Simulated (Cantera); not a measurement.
# Metals in furnace atmospheres: Fe + H2S + H2

A closed system holds: 1 mol Fe, 1.8 mol H2S, 34 mol H2, equilibrated at 1448 K and 1 atm.

Cantera equilibrium calculation (NASA polynomials, part measured and part estimated; ideal gas, pure solids and liquids). Candidate condensed phases: Fe, FeS, FeS2, S; 8 gas species. FeS: taken at fixed stoichiometry. The numbers say what is thermodynamically allowed, not how fast it happens.

| Item | Value |
|---|---|
| x(H2) | 0.978 |
| x(H2S) | 0.0222 |
| x(SH) | 6.20e-5 |
| x(S2) | 2.30e-5 |
| x(H) | 9.05e-6 |
| n(FeS(s)) | 1.000 mol |
| gas amount | 35.80 mol |
| log10 activity of Fe(γ) (absent) | -0.24 |
| log10 activity of S(l) (absent) | -3.47 |
